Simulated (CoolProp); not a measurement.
Isobutane at 298.15 K and 0.146 MPa is throttled through a valve to 0.0275 MPa with no heat exchange. Each further row changes one setting.

Model: reference Helmholtz-energy equation of state, Bücker 2006, in CoolProp.

```tsv
case	temperature change (K)	final density (kg/m³)
as stated	(withheld)	(withheld)
outlet pressure 0.00825 MPa	(withheld)	(withheld)
outlet pressure 0.0358 MPa	(withheld)	(withheld)
```

Question: Complete the blanks.

Answer: 
- as stated, temperature change (K): -2.6
- as stated, final density (kg/m³): 0.655
- outlet pressure 0.00825 MPa, temperature change (K): -3.0
- outlet pressure 0.00825 MPa, final density (kg/m³): 0.196
- outlet pressure 0.0358 MPa, temperature change (K): -2.4
- outlet pressure 0.0358 MPa, final density (kg/m³): 0.854
